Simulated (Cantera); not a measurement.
Charge: 1 mol Ta(OEt)5, 0.075 mol O2, 470 mol H2.

These are equilibrium values from Cantera (NASA tables, ideal gas, pure condensed phases), not measurements of a reactor. Candidate condensed phases: C, C6H6, C7H8, C8H18, H2O, Ta, TaC, Ta2O5; 113 gas species. The feed counts by its element totals alone. TaC: taken at fixed stoichiometry. Condensed phases not in the tables: Ta2C. Equilibrium is a limit: real reactors are often held back by kinetics, nucleation or transport.

Q: What condenses at these points (T in °C, P in Pa): (1577, 100); (977, 1000000); (527, 100); (1877, 0.10); (827, 10); (2027, 0.10); (677, 1000); (1277, 10)?

A: 
```json
[
 {"T (°C)": "1577", "P in Pa": "100", "condensed phases": "C + TaC", "Ta condensed (%)": "100.0"},
 {"T (°C)": "977", "P in Pa": "1000000", "condensed phases": "Ta2O5", "Ta condensed (%)": "100.0"},
 {"T (°C)": "527", "P in Pa": "100", "condensed phases": "C + Ta2O5", "Ta condensed (%)": "100.0"},
 {"T (°C)": "1877", "P in Pa": "0.10", "condensed phases": "C + TaC", "Ta condensed (%)": "100.0"},
 {"T (°C)": "827", "P in Pa": "10", "condensed phases": "C + TaC", "Ta condensed (%)": "100.0"},
 {"T (°C)": "2027", "P in Pa": "0.10", "condensed phases": "TaC", "Ta condensed (%)": "100.0"},
 {"T (°C)": "677", "P in Pa": "1000", "condensed phases": "C + TaC + Ta2O5", "Ta condensed (%)": "100.0"},
 {"T (°C)": "1277", "P in Pa": "10", "condensed phases": "C + TaC", "Ta condensed (%)": "100.0"}
]
```
